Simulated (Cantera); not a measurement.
A perfectly stirred reactor is fed with 9.15 % H2, 65.4 % O2, 25.5 % N2, at 0.0263 atm; it is held at 1300 K, and followed from long to short residence time.

Computed with Cantera and the H2/O2 subset of GRI-Mech 3.0, which has no nitrogen chemistry. Radical loss at walls, strong at low pressure, is not modelled. The temperature is held fixed by assumption; the heat of reaction is taken as removed at once.

x: mole fraction; the columns are a selection and need not sum to one.

| τ (s) | x H2 | x O2 | x O | x HO2 | x H | x H2O2 |
|---|---|---|---|---|---|---|
| 15 | 3.44e-5 | 0.637 | 0.000290 | 6.04e-7 | 1.05e-5 | 4.51e-8 |
| 5.8 | [?] | 0.636 | [?] | [?] | [?] | [?] |
| 2.3 | 0.000116 | 0.636 | 0.00102 | 1.52e-6 | 6.92e-5 | 8.71e-8 |
| 0.89 | [?] | 0.635 | [?] | [?] | [?] | [?] |
| 0.35 | 0.000381 | 0.633 | 0.00349 | 3.16e-6 | 0.000443 | 1.50e-7 |
| 0.14 | 0.000668 | 0.631 | 0.00622 | 4.13e-6 | 0.00106 | 1.85e-7 |
| 0.054 | 0.00117 | 0.626 | 0.0110 | 5.10e-6 | 0.00252 | 2.19e-7 |
| 0.021 | 0.00197 | 0.619 | 0.0182 | 5.88e-6 | 0.00547 | 2.45e-7 |
| 0.0084 | 0.00313 | 0.611 | 0.0268 | 6.35e-6 | 0.0101 | 2.62e-7 |
| 0.0033 | 0.00492 | 0.603 | 0.0343 | 6.55e-6 | 0.0156 | 2.78e-7 |
| 0.0013 | 0.00813 | 0.600 | 0.0371 | 6.61e-6 | 0.0200 | 3.11e-7 |

Fill in the missing entries.


- 5.8, x H2: 6.39e-5
- 5.8, x O: 0.000549
- 5.8, x HO2: 9.84e-7
- 5.8, x H: 2.74e-5
- 5.8, x H2O2: 6.38e-8
- 0.89, x H2: 0.000212
- 0.89, x O: 0.00190
- 0.89, x HO2: 2.26e-6
- 0.89, x H: 0.000177
- 0.89, x H2O2: 1.16e-7
